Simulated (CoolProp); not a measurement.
A single-stage vapour-compression cycle with R236FA: evaporating at 242.15 K (dew point), condensing at 269.15 K (bubble point), superheat 0 K, subcooling 8 K, compressor efficiency 0.85, no pressure losses. Each further row changes one setting.

Computed with CoolProp (reference Helmholtz-energy equation of state, Pan 2012).

```
case                              cooling COP  pressure ratio  discharge temperature (K)  refrigerating effect (kJ/kg)  volumetric capacity (kJ/m³)
--------------------------------  -----------  --------------  -------------------------  ----------------------------  ---------------------------
as stated                                7.27            3.70                      271.8                           151                          286
evaporating temperature 247.15 K         9.29             [?]                        [?]                           155                          377
condensing temperature 264.15 K          9.11             [?]                        [?]                           157                          298
subcooling 13 K                          7.55            3.70                      271.8                           157                          298
superheat 10 K                           7.30            3.70                      282.2                           159                          288
compressor efficiency 0.75               6.41            3.70                      275.3                           151                          286
```

Question: Complete the blanks.

Answer: 
- evaporating temperature 247.15 K, pressure ratio: 2.83
- evaporating temperature 247.15 K, discharge temperature (K): 270.9
- condensing temperature 264.15 K, pressure ratio: 2.98
- condensing temperature 264.15 K, discharge temperature (K): 266.7
